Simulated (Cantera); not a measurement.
# Catalytic combustion on Pt

An isothermal plug-flow reactor at 975 K and 5.00 bar (inlet), inlet velocity 0.56 m/s, active area per volume 270 1/m; feed 2.99 % CO, 1.91 % O₂, 94.5 % N₂, 0.634 % H₂O, equivalence ratio 0.78.

Computed with Cantera and Deutschmann's 1995 Pt surface mechanism with GRI-Mech 3.0 gas chemistry. Catalytic surfaces can have several steady states; this one follows from the mechanism file's or the stated starting coverage. Mass transfer to the wall is taken as infinitely fast.

| z (m) | x CO | x O₂ | x H₂O | x CO₂ | θ free Pt | θ O* | θ OH* | θ CO* |
|---|---|---|---|---|---|---|---|---|
| 0.00025 | 0.0275 | 0.0180 | 0.00635 | 0.00239 | 0.251 | 0.00256 | 0.000222 | 0.747 |
| 0.00053 | 0.0249 | 0.0166 | 0.00635 | 0.00511 | 0.262 | 0.00263 | 0.000230 | 0.735 |
| 0.0011 | 0.0193 | 0.0139 | 0.00637 | 0.0108 | 0.291 | 0.00283 | 0.000253 | 0.705 |
| 0.0025 | 0.00326 | 0.00587 | 0.00642 | 0.0270 | 0.566 | 0.00750 | 0.000575 | 0.426 |
| 0.0053 | <1e-12 | 0.00425 | 0.00643 | 0.0303 | 0.249 | 0.747 | 0.00381 | <1e-12 |
| 0.011 | <1e-12 | 0.00425 | 0.00643 | 0.0303 | 0.249 | 0.747 | 0.00381 | <1e-12 |
| 0.025 | <1e-12 | 0.00425 | 0.00643 | 0.0303 | 0.249 | 0.747 | 0.00381 | <1e-12 |
x: gas mole fraction; θ: surface coverage.
